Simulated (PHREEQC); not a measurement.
Solution (25 °C): 0.48 mol/kgw H2SO4, 0.0034 mol/kgw Na2B4O7 and 5.2e-05 mol/kgw H4SiO4. Closed to the air; pH follows from the charge balance.

The numbers come from PHREEQC with the Pitzer model, pitzer.dat.

This is a speciation only: nothing precipitates in the calculation.

### Question
Estimate the pH.

### Answer
pH 0.32.

### Question
In which forms is S present?

### Answer
HSO4- 78 %, SO4-2 22 % of the S.

Species that the database lacks are ignored.
